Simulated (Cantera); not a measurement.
Feed: 1 mol Si(CH₃)₄, 0.018 mol CH₄, 110 mol H₂, at 0.0100 bar.

Method: chemical equilibrium by Gibbs-energy minimisation in Cantera with the NASA 1993 tables (ideal gas, pure condensed phases). Candidate condensed phases: C, C₆H₆, C₇H₈, C₈H₁₈, Si, SiC; 87 gas species. Gases not in the tables: Si₂H₆ and higher silanes. Rates play no part.

At 2125 K, list the 6 most abundant gas species with their mole fractions, and the condensed phases.

H₂ 0.961, H 0.0356, C₂H₂ (acetylene) 0.00161, Si 0.00147, SiC₂ 0.000105, SiH 7.42e-5. Condensed: C(graphite) + SiC(s).
